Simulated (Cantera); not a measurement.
**Transport properties of process gases**

Gas mixture: C2H4 = 0.97 (molar parts), at 10.00 Torr, frozen composition.

Cantera's kinetic-theory transport with the Lennard-Jones parameters of GRI-Mech 3.0, ideal gas; thermal conductivity in the multicomponent form. The composition is frozen, though it would react at the higher temperatures.

| T (K) | ρ (kg/m³) | cp (J/kg/K) | μ (µPa s) | λ (mW/m/K) | Pr | D (cm²/s) H2 | D (cm²/s) O | D (cm²/s) H2O |
|---|---|---|---|---|---|---|---|---|
| 400 | 0.0112 | 1877 | 13.3 | 33.5 | 0.748 | 77.9 | 32.0 | 21.9 |
| 550 | 0.00818 | 2380 | 17.7 | 56.3 | 0.750 | 135 | 56.0 | 40.9 |
| 700 | 0.00643 | 2785 | 21.7 | 80.4 | 0.750 | 202 | 84.9 | 64.7 |
| 850 | 0.00529 | 3081 | 25.2 | 104 | 0.750 | 280 | 118 | 92.7 |
| 1000 | 0.00450 | 3354 | 28.5 | 128 | 0.749 | 368 | 156 | 125 |
| 1150 | 0.00391 | 3563 | 31.5 | 150 | 0.748 | 464 | 197 | 160 |
D: mixture-averaged diffusion coefficient of that species in the mixture.
